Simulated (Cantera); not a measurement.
**Gas-phase reforming**

A perfectly stirred reactor is fed with 18.1 % CH₄, 77.9 % CO₂, 1.40 % H₂, 2.54 % H₂O, at 293 Torr; it is held at 2173 K, and followed from long to short residence time.

Computed with Cantera and GRI-Mech 3.0 (53 species, 325 reactions).

| τ (s) | x CH₄ | x CO₂ | x H₂ | x CH₂ | x C₂H₆ | x H₂O |
|---|---|---|---|---|---|---|
| 0.99 | 2.23e-5 | 0.242 | 0.0791 | 1.28e-7 | 4.21e-11 | 0.215 |
| 0.51 | 6.57e-5 | 0.242 | 0.0791 | 2.68e-7 | 2.72e-10 | 0.215 |
| 0.27 | 0.000159 | 0.243 | 0.0791 | 5.25e-7 | 1.32e-9 | 0.215 |
| 0.14 | 0.000347 | 0.243 | 0.0791 | 1.02e-6 | 5.61e-9 | 0.214 |
| 0.071 | 0.000710 | 0.245 | 0.0790 | 1.98e-6 | 2.22e-8 | 0.214 |
| 0.037 | 0.00134 | 0.248 | 0.0786 | 3.64e-6 | 7.58e-8 | 0.213 |
| 0.019 | 0.00243 | 0.256 | 0.0778 | 6.53e-6 | 2.42e-7 | 0.212 |
| 0.0099 | 0.00413 | 0.270 | 0.0758 | 1.10e-5 | 6.76e-7 | 0.210 |
| 0.0051 | 0.00679 | 0.298 | 0.0721 | 1.72e-5 | 1.72e-6 | 0.206 |
| 0.0027 | 0.0107 | 0.343 | 0.0682 | 2.39e-5 | 3.86e-6 | 0.200 |
| 0.0014 | 0.0173 | 0.403 | 0.0675 | 3.05e-5 | 8.44e-6 | 0.185 |
x: mole fraction; the columns are a selection and need not sum to one.
